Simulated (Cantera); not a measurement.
Hydrocarbon pyrolysis for carbon deposition

A perfectly stirred reactor is fed with 22.2 % C₃H₈, 77.8 % H₂, at 0.592 atm; it is held at 1300 K, and followed from long to short residence time.

Model: GRI-Mech 3.0 (53 species, 325 reactions), integrated in Cantera. GRI-Mech 3.0 was tuned for natural gas; its chemistry of propane as a main component is partial and can be far from experiment. GRI-Mech 3.0 stops at C3 and has no aromatics, soot or wall deposition, so with more carbon than oxygen in the feed, carbon stays in small species such as C2H2 where larger ones or solid carbon would form.

```csv
τ (s),x C₃H₈,x H₂,x C₂H₆,x C₂H₄,x H,x CH₃
2.1,0.000322,0.625,0.00155,0.0796,4.71e-6,3.40e-5
1.0,0.000557,0.634,0.00173,0.0858,5.93e-6,3.96e-5
0.49,0.000943,0.640,0.00192,0.0922,7.37e-6,4.71e-5
0.24,0.00160,0.644,0.00214,0.0999,9.14e-6,5.74e-5
0.11,0.00284,0.646,0.00242,0.110,1.15e-5,7.30e-5
0.055,0.00476,0.647,0.00272,0.120,1.39e-5,9.23e-5
0.027,0.00813,0.648,0.00306,0.131,1.67e-5,0.000120
0.013,0.0142,0.651,0.00346,0.139,1.97e-5,0.000160
0.0062,0.0253,0.658,0.00392,0.142,2.22e-5,0.000218
0.0030,0.0447,0.670,0.00442,0.135,2.34e-5,0.000300
```
x: mole fraction; the columns are a selection and need not sum to one.
